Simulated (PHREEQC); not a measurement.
0.096 g of hydrous ferric oxide (600 m²/g; 0.2 weak and 0.005 strong sites per Fe, Dzombak-Morel constants, diffuse double layer) in 1 kg of water with 0.005 mol/kgw of an inert sodium salt and 0.0004 mol/kgw Na2SeO3, at 25 °C; the pH is set by adding NaOH or the inert anion's acid. The system is closed to oxygen. No CO2 enters from the air. Precipitation was switched off in this run.

All values are PHREEQC results (ion-association model, wateq4f.dat), not measurements.

```tsv
pH	Se sorbed (%)	surface charge σ (C/m²)	surface potential ψ (mV)
3	24.4	0.042	111
3.67	?	0.025	89
4.33	26.1	0.016	69
5	26.2	0.010	49
5.67	25.7	0.005	29
6.33	24.5	0.001	?
7	22.2	-0.002	-13
7.67	18.5	-0.007	?
8.33	13.1	-0.011	-54
9	6.6	-0.017	-71
9.67	1.7	-0.026	-91
10.33	0.2	-0.047	-118
11	0.0	-0.086	-146
```

Task: What belongs in the gaps?

Result: 
- 3.67, Se sorbed (%): 25.6
- 6.33, surface potential ψ (mV): 8
- 7.67, surface potential ψ (mV): -35

Complexes and solids missing from the database can't appear. The database's selenite sorption wasn't checked against measurements; a fall in acid may be a fault of its surface constants. The oxide is taken as insoluble; below pH 4 it would dissolve.
